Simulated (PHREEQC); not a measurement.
0.046 g of hydrous ferric oxide (600 m²/g; 0.2 weak and 0.005 strong sites per Fe, Dzombak-Morel constants, diffuse double layer) in 1 kg of water with 0.1 mol/kgw of an inert sodium salt and 0.00013 mol/kgw NiCl2 and 0.00012 mol/kgw CuCl2, at 25 °C; the pH is set by adding NaOH or the inert anion's acid. Oxygen is held at 0.21 atm. The system is closed to CO2. No solid was allowed to form.

Model: ion-association model, wateq4f.dat, run in PHREEQC.

```tsv
pH	Ni sorbed (%)	Cu sorbed (%)	surface charge σ (C/m²)	surface potential ψ (mV)
4	0.0	0.4	0.321	146
4.5	0.0	1.9	0.274	138
5	0.0	6.3	0.221	127
5.5	0.0	21.1	___	119
6.5	0.1	___	___	121
7	___	58.5	0.182	118
7.5	0.9	54.4	0.139	104
8	5.1	45.0	0.092	84
8.5	19.1	27.6	0.063	67
9	36.0	9.1	0.048	55
9.5	42.7	1.9	0.040	48
10.5	___	0.6	0.004	5
11	___	___	-0.021	-28
11.5	32.2	1.3	-0.059	-63
12	23.4	2.2	-0.130	-98
```

Question: Complete the blanks.

Answer: 
- 5.5, surface charge σ (C/m²): 0.186
- 6.5, Cu sorbed (%): 54.2
- 6.5, surface charge σ (C/m²): 0.194
- 7, Ni sorbed (%): 0.2
- 10.5, Ni sorbed (%): 40.2
- 11, Ni sorbed (%): 37.2
- 11, Cu sorbed (%): 0.8

Along this series the solution becomes supersaturated in solids that the run did not let form, among them Cu(OH)2, Atacamite, Ni(OH)2. The database's constant for dissolved Cu(OH)2 is higher than later reviews accept.
